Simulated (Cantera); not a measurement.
A perfectly stirred reactor is fed with C2H6 : N2 : H2O = 1 : 140 : 0.16 (molar parts), at 750 Torr; it is held at 1625 K, and followed from long to short residence time.

Computed with Cantera and GRI-Mech 3.0 (53 species, 325 reactions). GRI-Mech 3.0 stops at C3 and has no aromatics, soot or wall deposition, so with more carbon than oxygen in the feed, carbon stays in small species such as C2H2 where larger ones or solid carbon would form.

x: mole fraction; the columns are a selection and need not sum to one.

```csv
τ (s),x C2H6,x CH3,x C2H2,x CH2,x CH4
1.2,2.41e-6,2.51e-5,0.00611,2.03e-8,0.00144
0.45,5.76e-6,3.82e-5,0.00598,3.70e-8,0.00178
0.17,1.31e-5,5.68e-5,0.00584,6.94e-8,0.00200
0.064,2.86e-5,8.24e-5,0.00572,1.33e-7,0.00209
0.024,6.06e-5,0.000118,0.00556,2.52e-7,0.00208
0.0092,…,…,0.00530,…,0.00203
0.0035,…,…,…,…,0.00195
0.0013,0.000547,0.000340,0.00392,1.38e-6,0.00180
```

Question: Some entries are withheld; supply them.

Answer: 
- 0.0092, x C2H6: 0.000124
- 0.0092, x CH3: 0.000165
- 0.0092, x CH2: 4.59e-7
- 0.0035, x C2H6: 0.000256
- 0.0035, x CH3: 0.000234
- 0.0035, x C2H2: 0.00480
- 0.0035, x CH2: 8.12e-7
